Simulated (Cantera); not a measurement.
Feed: 1 mol Fe2O3, a varied amount of H2, held at 1900 K and 0.430 bar.

Method: chemical equilibrium by Gibbs-energy minimisation in Cantera with the NASA 1993 tables (ideal gas, pure condensed phases). Candidate condensed phases: Fe, FeO, Fe(OH)2, Fe(OH)3, Fe2O3, Fe3O4, H2O; 12 gas species. Each liquid is taken as pure. Mutual solubility and eutectic melting of coexisting phases are not modelled. The tables' stoichiometric FeO is somewhat more stable than real wüstite, so its field is too wide. FeO: taken at fixed stoichiometry. Rates play no part.

Task: Which condensed phases are stable at each of these points (n(H2) (mol)): 5.1, 13, 32, 82, 210, 520, 1300?

Result: 
```csv
n(H2) (mol),condensed phases,Fe condensed (%)
5.1,Fe(l) + FeO(l),99.9
13,Fe(l),99.8
32,Fe(l),99.6
82,Fe(l),98.9
210,Fe(l),97.3
520,Fe(l),93.3
1300,Fe(l),83.1
```

At 5.1 mol H2 the condensed part is Fe(l) + FeO(l). From 13 mol H2 to 1300 mol H2 the condensed part is Fe(l).
